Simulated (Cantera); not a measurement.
A Cantera script and what it prints.

```python
import numpy as np
import cantera as ct

gas_names = """
    H HNO HNO2 HNO3 HO2 H2 H2O H2O2 N NH NH2 NH3 NH2OH NO NO2 NO3 N2 N2H2 N2H4 N2O O OH O2 O3
""".split()
cond_names = """
    H2O(s) H2O(L)
""".split()


# ... load() reads the species with a 1 bar reference pressure and builds the phases ...
atoms = {
    'N2O': {'N': 2, 'O': 1},
    'H2O': {'H': 2, 'O': 1},
}
top_T = {}  # K; cautious upper limits of use, not melting points


# ... equilibrate(T, P, feed) seeds the gas with the atoms and calls Mixture.equilibrate('TP', solver="vcs", rtol=1e-11, max_steps=5000) ...
results = []
feed = {'N2O': 1, 'H2O': 0.14}  # mol
P = 133.322  # Pa
for T in [848, 1048, 1248, 1448, 1648, 1848, 2048, 2248, 2448, 2648, 2848]:
    mix = equilibrate(T, P, feed)
    results.append((T, P, feed, dict(zip(mix.species_names, mix.species_moles))))

top = {s: max(r[3][s] / sum(r[3][g] for g in gas_names) for r in results) for s in gas_names}
cols = sorted((s for s in top if top[s] > 0.001), key=lambda s: -top[s])[:7]
seen = [c for c in cond_names if any(r[3].get(c, 0) > 1e-12 for r in results)]
print("log10 of partial pressures in bar; condensed amounts in mol")
print(f"{'T/K':>10s}" + "".join(f"{s[:9]:>10s}" for s in cols + seen))
for T, P, feed, n in results:
    ng = sum(n[g] for g in gas_names)
    print(f"{T:10.4g}" + "".join(f"{np.log10(max(n[s] / ng * P / 1e5, 1e-99)):10.3f}" for s in cols)
          + "".join(f"{n.get(c, 0):10.4g}" for c in seen))
```

It prints:

```
log10 of partial pressures in bar; condensed amounts in mol
       T/K        N2         O        O2         H       H2O        OH        NO
       848    -3.090   -13.862    -3.391   -18.032    -3.944   -10.610    -8.210
      1048    -3.090   -10.894    -3.391   -13.969    -3.944    -8.701    -7.136
      1248    -3.090    -8.872    -3.391   -11.194    -3.944    -7.402    -6.406
      1448    -3.090    -7.406    -3.392    -9.178    -3.945    -6.461    -5.877
      1648    -3.091    -6.293    -3.394    -7.646    -3.948    -5.750    -5.478
      1848    -3.093    -5.422    -3.399    -6.445    -3.960    -5.199    -5.168
      2048    -3.099    -4.726    -3.416    -5.488    -3.999    -4.773    -4.927
      2248    -3.115    -4.169    -3.462    -4.734    -4.117    -4.475    -4.750
      2448    -3.150    -3.739    -3.574    -4.196    -4.439    -4.355    -4.650
      2648    -3.201    -3.444    -3.809    -3.919    -5.145    -4.506    -4.646
      2848    -3.238    -3.289    -4.209    -3.837    -6.166    -4.891    -4.739
```

These are equilibrium values from Cantera (NASA tables, ideal gas, pure condensed phases), not measurements of a reactor.
